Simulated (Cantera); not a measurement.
Cantera run, input and output.

```python
import numpy as np
import cantera as ct

gas = ct.Solution("h2o2.yaml")
gas.TPX = 375, 1000000, {'H2': 1, 'O2': 0.312, 'N2': 1.17}
flame = ct.FreeFlame(gas, width=0.008)
flame.set_refine_criteria(ratio=3, slope=0.08, curve=0.16)
flame.transport_model = "mixture-averaged"
flame.solve(loglevel=0, auto=True)
flame.transport_model = "multicomponent"
flame.soret_enabled = False
flame.solve(loglevel=0, refine_grid=True)
z, T = flame.grid, flame.T
thick = (T[-1] - T[0]) / np.gradient(T, z).max()
show = ['H2', 'O2', 'OH', 'O', 'H2O2', 'H2O']
print(f"laminar burning velocity  {flame.velocity[0] * 100:.3f} cm/s")
print(f"burnt temperature         {T[-1]:.1f} K")
print(f"thermal thickness         {thick * 1e3:.4f} mm")
print(f"grid points               {len(z)}")
z0 = z[flame.heat_release_rate.argmax()]
print(f"{'z/mm':>9s}{'T/K':>9s}{'u/(m/s)':>9s}" + "".join(f"{s:>11s}" for s in show))
rows = []
for k in (-3, -2, -1.5, -1, -0.5, -0.25, 0, 0.25, 0.5, 1, 2, 4, 8):
    zz = z0 + k * thick
    rows.append([k * thick, np.interp(zz, z, T), np.interp(zz, z, flame.velocity),
                 *(np.interp(zz, z, flame.X[gas.species_index(s)]) for s in show)])
    print(f"{rows[-1][0] * 1e3:9.3f}{rows[-1][1]:9.1f}{rows[-1][2]:9.3f}" + "".join(f"{x:11.3e}" for x in rows[-1][3:]))
```

Output:

```
laminar burning velocity  366.708 cm/s
burnt temperature         2297.5 K
thermal thickness         0.0206 mm
grid points               111
     z/mm      T/K  u/(m/s)         H2         O2         OH          O       H2O2        H2O
   -0.062    375.0    3.667  4.029e-01  1.257e-01  3.063e-13  6.518e-11  1.004e-10  1.810e-08
   -0.041    375.1    3.667  4.028e-01  1.257e-01  6.149e-12  9.719e-10  2.446e-09  3.661e-07
   -0.031    375.6    3.670  4.024e-01  1.258e-01  1.243e-10  8.288e-09  3.246e-08  4.174e-06
   -0.021    381.0    3.709  3.998e-01  1.263e-01  2.012e-08  1.159e-07  8.695e-07  8.902e-05
   -0.010    501.4    4.726  3.750e-01  1.283e-01  3.553e-05  8.053e-06  6.950e-05  6.197e-03
   -0.005    879.4    7.984  3.291e-01  1.161e-01  9.509e-04  1.973e-04  1.860e-04  4.356e-02
    0.000   1329.3   11.769  2.676e-01  8.526e-02  1.907e-03  1.128e-03  7.617e-05  1.140e-01
    0.005   1643.0   14.385  2.121e-01  4.855e-02  3.472e-03  1.989e-03  8.450e-06  1.857e-01
    0.010   1823.5   15.886  1.782e-01  2.333e-02  4.779e-03  1.855e-03  3.723e-06  2.331e-01
    0.021   1986.3   17.212  1.569e-01  5.131e-03  5.634e-03  1.095e-03  1.689e-06  2.682e-01
    0.041   2102.2   18.110  1.561e-01  7.356e-04  4.965e-03  5.447e-04  7.001e-07  2.793e-01
    0.083   2186.2   18.737  1.601e-01  2.013e-04  3.509e-03  2.244e-04  3.359e-07  2.835e-01
    0.165   2240.8   19.132  1.631e-01  6.821e-05  2.158e-03  7.646e-05  1.498e-07  2.864e-01
```

Cantera simulation using the H2/O2 subset of GRI-Mech 3.0, which has no nitrogen chemistry; the numbers are that mechanism's predictions, not measurements. The hydrogen kinetics of GRI-Mech 3.0 are dated; newer H2 mechanisms differ, most at raised pressure. Burning velocities carry a grid error of a few per cent, more on coarse grids.
